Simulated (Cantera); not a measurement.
What does this Cantera script print?

```python
import numpy as np
import cantera as ct

gas_names = """
    CL CL2 H HCL H2 Si SiCL SiCL2 SiCL3 SiCL4 SiH SiHCL3 SiH2 SiH2CL2 SiH3 SiH3CL SiH4 Si2 Si3
""".split()
cond_names = """
    Si(cr) Si(L)
""".split()


# ... load() reads the species with a 1 bar reference pressure and builds the phases ...
atoms = {
    'Si': {'Si': 1},
    'HCl': {'H': 1, 'CL': 1},
    'H2': {'H': 2},
}
top_T = {}  # K; cautious upper limits of use, not melting points


# ... equilibrate(T, P, feed) seeds the gas with the atoms and calls Mixture.equilibrate('TP', solver="vcs", rtol=1e-11, max_steps=5000) ...
results = []
feed = {'Si': 1, 'HCl': 1.7, 'H2': 7.9}  # mol
P = 56000  # Pa
for T in [600, 700, 800, 900, 1000, 1100, 1200]:
    mix = equilibrate(T, P, feed)
    results.append((T, P, feed, dict(zip(mix.species_names, mix.species_moles))))
    x = sorted(zip(gas.X, gas.species_names), reverse=True)
    print(f"T = {T:g} K  P = {P:g} Pa  gas = {mix.phase_moles(0):.4g} mol")
    print("   x: " + "  ".join(f"{s} {v:.3e}" for v, s in x if v > 1e-05))
    print("   condensed (mol): " + ("  ".join(f"{mix.phase(i).name} {mix.phase_moles(i):.4g}"
          for i in range(1, mix.n_phases) if mix.phase_moles(i) > 1e-12) or "none"))
```

Output:

```
T = 600 K  P = 56000 Pa  gas = 9.118 mol
   x: H2 9.471e-01  SiCL4 2.883e-02  SiHCL3 2.308e-02  SiH2CL2 9.260e-04  HCL 3.253e-05
   condensed (mol): Si(cr) 0.5182
T = 700 K  P = 56000 Pa  gas = 9.12 mol
   x: H2 9.471e-01  SiCL4 2.935e-02  SiHCL3 2.218e-02  SiH2CL2 1.103e-03  HCL 2.561e-04  SiH3CL 1.177e-05
   condensed (mol): Si(cr) 0.5199
T = 800 K  P = 56000 Pa  gas = 9.123 mol
   x: H2 9.466e-01  SiCL4 2.967e-02  SiHCL3 2.130e-02  SiH2CL2 1.236e-03  HCL 1.192e-03  SiCL3 2.027e-05  SiH3CL 1.653e-05
   condensed (mol): Si(cr) 0.5233
T = 900 K  P = 56000 Pa  gas = 9.132 mol
   x: H2 9.447e-01  SiCL4 2.954e-02  SiHCL3 2.034e-02  HCL 3.897e-03  SiH2CL2 1.329e-03  SiCL3 1.163e-04  SiCL2 2.184e-05  SiH3CL 2.117e-05
   condensed (mol): Si(cr) 0.5309
T = 1000 K  P = 56000 Pa  gas = 9.149 mol
   x: H2 9.404e-01  SiCL4 2.854e-02  SiHCL3 1.908e-02  HCL 9.912e-03  SiH2CL2 1.376e-03  SiCL3 4.574e-04  SiCL2 1.776e-04  SiH3CL 2.534e-05
   condensed (mol): Si(cr) 0.5457
T = 1100 K  P = 56000 Pa  gas = 9.184 mol
   x: H2 9.323e-01  SiCL4 2.602e-02  HCL 2.081e-02  SiHCL3 1.719e-02  SiH2CL2 1.362e-03  SiCL3 1.330e-03  SiCL2 9.459e-04  SiH3CL 2.859e-05
   condensed (mol): Si(cr) 0.5695
T = 1200 K  P = 56000 Pa  gas = 9.245 mol
   x: H2 9.194e-01  HCL 3.722e-02  SiCL4 2.131e-02  SiHCL3 1.432e-02  SiCL2 3.557e-03  SiCL3 2.939e-03  SiH2CL2 1.260e-03  SiH3CL 3.032e-05
   condensed (mol): Si(cr) 0.5987
```

Equilibrium computed with Cantera from the NASA thermochemical tables; the gas is ideal and each condensed phase is pure. The tables' values for SiCl3 are old estimates; treat these amounts as uncertain.
